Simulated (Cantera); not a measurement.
Charge: 1 mol Si₂Cl₆, 0.51 mol NH₃, 34 mol H₂, at 10.0 Torr.

Equilibrium computed with Cantera from the NASA thermochemical tables; the gas is ideal and each condensed phase is pure. Candidate condensed phases: NH₄Cl, Si, Si₃N₄; 28 gas species. The feed counts by its element totals alone. Mutual solubility and eutectic melting of coexisting phases are not modelled. Gases not in the tables: Si₂H₆ and higher silanes. Equilibrium is a limit: real reactors are often held back by kinetics, nucleation or transport.

### Question
Which condensed phases are stable at each of these points (T (°C)): 1177, 1227, 1277, 1327, 1377, 1427, 1477, 1527, 1577, 1627, 1677?

### Answer
```tsv
T (°C)	condensed phases	Si condensed (%)
1177	Si(s) + Si₃N₄(s)	39.4
1227	Si(s) + Si₃N₄(s)	38.5
1277	Si(s)	37.6
1327	Si(s)	36.8
1377	Si(s)	36.0
1427	Si(l)	35.7
1477	Si(l)	37.4
1527	Si(l)	38.8
1577	Si(l)	39.9
1627	Si(l)	40.3
1677	Si(l)	39.8
```

From 1177 °C to 1227 °C the condensed part is Si(s) + Si₃N₄(s). From 1277 °C to 1377 °C the condensed part is Si(s). From 1427 °C to 1677 °C the condensed part is Si(l).
